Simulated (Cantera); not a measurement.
# MgO + HI + O2 (chemical vapour transport)

Charge: 1 mol MgO, 1.2 mol HI, 0.54 mol O2, held at 1048.15 K and 100 Torr.

Equilibrium computed with Cantera from the NASA thermochemical tables; the gas is ideal and each condensed phase is pure. Candidate condensed phases: H2O, I2, Mg, MgI2, MgO, Mg(OH)2; 20 gas species. The numbers say what is thermodynamically allowed, not how fast it happens.

The x(H2O) is 0.389 and the x(I2) is 0.323. The x(O2) is 0.156. The x(I) comes out as 0.132. The x(HI) is 8.98e-5. The n(MgO(s)) comes out as 1.00 mol and the gas amount is 1.542 mol. The log10 activity of I2(l) (absent) is -3.48 and the log10 activity of MgI2(l) (absent) is -11.35. The log10 activity of Mg(l) (absent) is -23.45.
